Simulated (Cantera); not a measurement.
**Formation from one mole of O₂**

Standard-state values (1 bar) from the NASA 1993 polynomials, evaluated with Cantera. Values are per mole of reaction as written; species without (g) are pure solids or liquids, kept so even where they would boil at 1 bar.

C + O₂(g) = CO₂(g)

| T (K) | ΔH° (kJ) | ΔS° (J/K) | ΔG° (kJ) | log10 K |
|---|---|---|---|---|
| 373 | -393.6 | 2.8 | -394.6 | 55.26 |
| 473 | -393.6 | 2.6 | -394.9 | 43.60 |
| 573 | -393.8 | 2.4 | -395.1 | 36.02 |
| 673 | -393.9 | 2.1 | -395.3 | 30.68 |
| 773 | -394.1 | 1.8 | -395.5 | 26.73 |
| 873 | -394.3 | 1.5 | -395.7 | 23.67 |
| 973 | -394.6 | 1.3 | -395.8 | 21.25 |

0.8 Ta + O₂(g) = 0.4 Ta₂O₅

| T (K) | ΔH° (kJ) | ΔS° (J/K) | ΔG° (kJ) | log10 K |
|---|---|---|---|---|
| 373 | -818.0 | -179.7 | -750.9 | 105.16 |
| 473 | -817.1 | -177.7 | -733.0 | 80.95 |
| 573 | -816.0 | -175.6 | -715.4 | 65.21 |
| 673 | -814.7 | -173.6 | -697.9 | 54.17 |
| 773 | -813.4 | -171.7 | -680.7 | 45.99 |
| 873 | -811.9 | -169.9 | -663.6 | 39.70 |
| 973 | -810.4 | -168.2 | -646.7 | 34.72 |

1.333 Ti + O₂(g) = 0.6667 Ti₂O₃

```csv
T (K),ΔH° (kJ),ΔS° (J/K),ΔG° (kJ),log10 K
373,-1013.5,-193.4,-941.4,131.83
473,-1011.1,-187.8,-922.2,101.84
573,-1009.1,-184.1,-903.6,82.37
673,-1007.0,-180.7,-885.4,68.72
773,-1004.8,-177.7,-867.5,58.62
873,-1002.7,-175.1,-849.8,50.85
973,-1000.7,-173.0,-832.4,44.69
```

1.143 Ti + O₂(g) = 0.2857 Ti₄O₇

```tsv
T (K)	ΔH° (kJ)	ΔS° (J/K)	ΔG° (kJ)	log10 K
373	-972.4	-182.5	-904.3	126.64
473	-971.5	-180.4	-886.2	97.86
573	-970.3	-178.2	-868.3	79.15
673	-969.0	-176.1	-850.5	66.01
773	-967.7	-174.2	-833.0	56.29
873	-966.4	-172.6	-815.7	48.81
973	-965.1	-171.2	-798.5	42.87
```
